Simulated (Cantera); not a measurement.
Charge: 1 mol Pb, 9.3 mol CO, 70 mol N2, equilibrated at 1.33 mbar.

Cantera equilibrium calculation (NASA polynomials, part measured and part estimated; ideal gas, pure solids and liquids). Candidate condensed phases: C, Pb, PbO, PbO2, Pb3O4; 27 gas species. The numbers say what is thermodynamically allowed, not how fast it happens.

Over these rows the condensed part is C(graphite) + Pb(l). Partial pressures as log10 of bar:

```json
[
 {"T (K)": "725", "1000/T (1/K)": "1.3793", "log p CO2": "-4.69", "log p N2": "-2.92", "log p CO": "-3.93"},
 {"T (K)": "775", "1000/T (1/K)": "1.2903", "log p CO2": "-5.31", "log p N2": "-2.93", "log p CO": "-3.83"},
 {"T (K)": "825", "1000/T (1/K)": "1.2121", "log p CO2": "-5.97", "log p N2": "-2.93", "log p CO": "-3.81"},
 {"T (K)": "875", "1000/T (1/K)": "1.1429", "log p CO2": "-6.58", "log p N2": "-2.93", "log p CO": "-3.81"},
 {"T (K)": "925", "1000/T (1/K)": "1.0811", "log p CO2": "?", "log p N2": "-2.93", "log p CO": "-3.81"},
 {"T (K)": "975", "1000/T (1/K)": "1.0256", "log p CO2": "-7.64", "log p N2": "-2.93", "log p CO": "-3.81"}
]
```

### Question
Fit log p(CO2) = a + b·(1000/T) to the five rows, give the apparent enthalpy, and predict the row at 925 K.

### Answer
Means: 1000/T = 1.2100, log p = -6.038. Sxy = 0.618595, Sxx = 0.0736208, so b = 8.40 and a = -6.038 − (8.40)×1.2100 = -16.20.
Apparent enthalpy: −19.145 × (8.40) = -161 kJ/mol. With the condensed phases at unit activity, 2 CO(g) = CO2(g) + C(graphite) links this pressure to the main gases: over the six rows their terms move log p by +0.24 in all, so the slope isn't that reaction's ΔH° alone. The five rows lie within 0.08 of the line.
Prediction at 925 K: -16.20 + (8.40)×1.0811 = -7.12. The computed value is -7.14, 0.02 from the line.
